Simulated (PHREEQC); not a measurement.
**Polishing slurry liquid: an equilibrium model**

Make-up at 20 °C: 0.029 mol/kgw HNO3 and 0.00051 mol/kgw KNO3. Closed to the air; pH follows from the charge balance.

The numbers come from PHREEQC with the ion-association model, phreeqc.dat.

Each row changes one thing in this solution. No solid was allowed to form.

```
case                                              pH  ionic strength (mol/kgw)
----------------------------------------------  ----  ------------------------
as made                                         1.59                    0.0295
KNO3 from 0.00051 to 0.00255 mol/kgw            1.60                    0.0316
0.0033 mol/kgw Na2SO4 added                     1.63                       [?]
diluted 100-fold with water                      [?]                  0.000295
diluted 2-fold with water                        [?]                    0.0148
KNO3 replaced by Pb(NO3)2 at the same molality  1.60                    0.0303
HNO3 from 0.029 to 0.145 mol/kgw                 [?]                     0.145
diluted 10-fold with water                       [?]                   0.00295
```

**Question.** Complete the blanks.

**Answer.** 
- 0.0033 mol/kgw Na2SO4 added, ionic strength (mol/kgw): 0.0357
- diluted 100-fold with water, pH: 3.55
- diluted 2-fold with water, pH: 1.88
- HNO3 from 0.029 to 0.145 mol/kgw, pH: 0.93
- diluted 10-fold with water, pH: 2.56

Species that the database lacks are ignored.
